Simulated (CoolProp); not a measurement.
A simple Rankine cycle with R1336mzz(E): condensing at 308.15 K, boiler at 1.39 MPa, turbine inlet 371.7 K, turbine efficiency 0.7, pump efficiency 0.8, no recuperator. Each further row changes one setting.

Model: reference Helmholtz-energy equation of state, Akasaka 2023, in CoolProp.

| case | thermal efficiency (%) | net work (kJ/kg) | heat in (kJ/kg) | turbine exit temperature (K) | volume ratio over the turbine |
|---|---|---|---|---|---|
| as stated | 8.8 | 15.5 | 175 | 332.0 | 6.18 |
| turbine inlet 391.7 K | 8.8 | 17.4 | 198 | 354.9 | 5.73 |
| condensing temperature 300.15 K | 9.8 | 18.2 | 185 | 327.5 | 8.10 |
| boiler pressure 0.973 MPa | 7.3 | 13.4 | 184 | 344.6 | 3.87 |
| turbine efficiency 0.6 | 7.5 | 13.1 | 175 | 334.7 | 6.24 |
